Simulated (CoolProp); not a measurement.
Acetone along the isobar 10.2 bar: density (kg/m³) from the reference equation and from simpler models built on Tc = 508.1 K, pc = 46.92 bar, ω = 0.307; each cubic takes its own stable root.

Values from CoolProp's reference Helmholtz-energy equation of state, Lemmon 2006. It is a short technical equation, of lower accuracy than the large ones.

| T (K) | phase | reference | Redlich-Kwong | Soave-Redlich-Kwong |
|---|---|---|---|---|
| 414 | liquid | 634.5 | 20.24 | 487.1 |
| 424.5 | gas | 20.86 | 19.47 | 19.78 |
| 434.9 | gas | 19.82 | 18.77 | 19.01 |
| 445.4 | gas | 18.93 | 18.14 | 18.32 |
| 455.8 | gas | 18.18 | 17.56 | 17.69 |
| 466.3 | gas | 17.50 | 17.02 | 17.11 |
| 476.8 | gas | 16.90 | 16.51 | 16.58 |
| 487.2 | gas | 16.36 | 16.05 | 16.09 |
| 497.7 | gas | 15.86 | 15.61 | 15.63 |
| 508.2 | gas | 15.40 | 15.20 | 15.20 |
| 518.6 | gas | 14.98 | 14.82 | 14.81 |
| 529.1 | gas | 14.59 | 14.46 | 14.43 |
| 539.5 | gas | 14.22 | 14.12 | 14.08 |
| 550 | gas | 13.88 | 13.79 | 13.75 |

At some of these states Redlich-Kwong gives the other phase, because its saturation line lies elsewhere.
